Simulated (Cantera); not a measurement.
A Cantera script and what it prints.

```python
import numpy as np
import cantera as ct

gas_names = """
    F F2 H HF H2 H2F2 H3F3 H4F4 H5F5 H6F6 H7F7 N NF NF2 NF3 NH NH2 NH3 N2 N2H2 N2H4 Si SiF SiF2 SiF3
    SiF4 SiH SiHF3 SiH2 SiH2F2 SiH3 SiH3F SiH4 SiN Si2 Si2N Si3
""".split()
cond_names = """
    Si(cr) Si(L) Si3N4(a)
""".split()


# ... load() reads the species with a 1 bar reference pressure and builds the phases ...
atoms = {
    'Si': {'Si': 1},
    'NF3': {'N': 1, 'F': 3},
    'H2': {'H': 2},
}
top_T = {'Si3N4(a)': 2400}  # K; cautious upper limits of use, not melting points


# ... equilibrate(T, P, feed) seeds the gas with the atoms and calls Mixture.equilibrate('TP', solver="vcs", rtol=1e-11, max_steps=5000) ...
results = []
feed = {'Si': 1, 'NF3': 2.1, 'H2': 18}  # mol
T = 1675  # K
P = 1000  # Pa
mix = equilibrate(T, P, feed)
results.append((T, P, feed, dict(zip(mix.species_names, mix.species_moles))))
print(gas.report(threshold=0.0001))
for i in range(1, mix.n_phases):
    print(f"{mix.phase(i).name:16s} {mix.phase_moles(i):12.5e} mol")
```

It prints:

```
       temperature   1675 K
          pressure   1000 Pa
           density   0.00071949 kg/m^3
  mean mol. weight   10.02 kg/kmol
   phase of matter   gas

                          1 kg             1 kmol
                     ---------------   ---------------
          enthalpy       -5.6295e+06       -5.6408e+07  J
   internal energy       -7.0193e+06       -7.0335e+07  J
           entropy             24682        2.4731e+05  J/K
    Gibbs function       -4.6971e+07       -4.7066e+08  J
 heat capacity c_p            3625.6             36329  J/K
 heat capacity c_v            2795.8             28014  J/K

                      mass frac. Y      mole frac. X     chem. pot. / RT
                     ---------------   ---------------   ---------------
                 H        0.00010353         0.0010291           -11.888
                HF           0.23394           0.11717           -50.429
                H2           0.15806           0.78558           -23.777
                N2           0.13779          0.049284           -33.973
              SiF2         0.0042203        0.00063994           -90.631
              SiF3          0.063998         0.0075372           -129.17
              SiF4           0.39855           0.03837           -167.71
             SiHF3         0.0033367        0.00038837           -141.06
     [  +29 minor]        1.3318e-05        2.1089e-06

Si(cr)            0.00000e+00 mol
Si3N4(a)          0.00000e+00 mol
```

Equilibrium computed with Cantera from the NASA thermochemical tables; the gas is ideal and each condensed phase is pure. The tables' values for SiF3, SiF2 are old estimates; treat these amounts as uncertain.
